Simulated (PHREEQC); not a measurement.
Consider water at 25 °C with 21 mmol/kgw H3BO3, 0.097 mmol/kgw NaAlO2 and 0.27 mmol/kgw Na2SO4. Closed to the air; pH follows from the charge balance.

Computed with PHREEQC (ion-association model, phreeqc.dat).

```
Quantity                    Result
----------------  ----------------
pH                            6.58
ionic strength    0.000925 mol/kgw
total alkalinity      0.388 meq/kg
```

| species | molality | activity | log γ |
|---|---|---|---|
| H3BO3 | 0.0209 | 0.0210 | 0.000 |
| Na+ | 0.000636 | 0.000615 | -0.015 |
| SO4-2 | 0.000269 | 0.000235 | -0.059 |
| Al(OH)4- | 6.93e-5 | 6.69e-5 | -0.015 |
| H2BO3- | 4.70e-5 | 4.54e-5 | -0.015 |
| Al(OH)2+ | 1.76e-5 | 1.70e-5 | -0.015 |

Precipitation was switched off in this run. Examples of supersaturated solids here: Al(OH)3(a), Gibbsite (slow to form). Others may be too.
